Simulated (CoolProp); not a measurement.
Vapour-liquid equilibrium of R134a (1) + R227EA (2) at 49.65 °C; x and y are mole fractions of (1).

Computed with CoolProp (multi-fluid Helmholtz-energy mixture model, Tillner-Roth 1994 and Lemmon 2016; pair parameters Bell 2016).

| x | bubble pressure (MPa) | y at the bubble point | dew pressure at overall composition x (MPa) | liquid density (mol/L) |
|---|---|---|---|---|
| 0.05 | … | 0.068 | 0.9263 | 7.603 |
| 0.125 | 0.9697 | 0.165 | 0.9544 | … |
| 0.2 | 1.005 | 0.255 | 0.9834 | 7.971 |
| 0.275 | 1.039 | 0.339 | 1.013 | 8.170 |
| 0.35 | 1.072 | 0.418 | … | 8.379 |
| 0.425 | 1.104 | 0.494 | … | 8.600 |
| 0.5 | 1.135 | 0.566 | 1.107 | 8.834 |
| 0.575 | 1.164 | 0.635 | 1.139 | 9.082 |
| 0.65 | 1.193 | 0.702 | 1.171 | 9.346 |
| 0.725 | 1.219 | 0.767 | 1.202 | 9.626 |
| 0.8 | 1.245 | 0.831 | 1.233 | … |
| 0.875 | 1.269 | 0.895 | … | … |
| 0.95 | 1.292 | 0.958 | 1.289 | 10.58 |

Problem. What belongs in the gaps?

Solution. 
- 0.05, bubble pressure (MPa): 0.9331
- 0.125, liquid density (mol/L): 7.783
- 0.35, dew pressure at overall composition x (MPa): 1.044
- 0.425, dew pressure at overall composition x (MPa): 1.075
- 0.8, liquid density (mol/L): 9.924
- 0.875, dew pressure at overall composition x (MPa): 1.262
- 0.875, liquid density (mol/L): 10.24

No azeotrope shows between x = 0.05 and 0.95.

The pair parameters rest on a limited set of measurements; away from them the model extrapolates.
